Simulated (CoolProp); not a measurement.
The fluid at 298.15 K and 18.5 MPa is throttled through a valve to 6.11 MPa with no heat exchange. The same conditions are run with several fluids, on thermodynamics alone (safety and materials aside).

Values from CoolProp's reference Helmholtz-energy equation of state of each fluid (sulfur hexafluoride: Guder 2009; benzene: Thol 2012; chlorine: Thol 2021; R152A: Outcalt 1996; sulfur dioxide: Gao 2016).

| fluid | temperature change (K) | final density (kg/m³) |
|---|---|---|
| sulfur hexafluoride | -0.9 | 1460 |
| benzene | +5.3 | 873 |
| chlorine | +3.6 | 1400 |
| R152A | +2.5 | 912 |
| sulfur dioxide | +2.9 | 1370 |
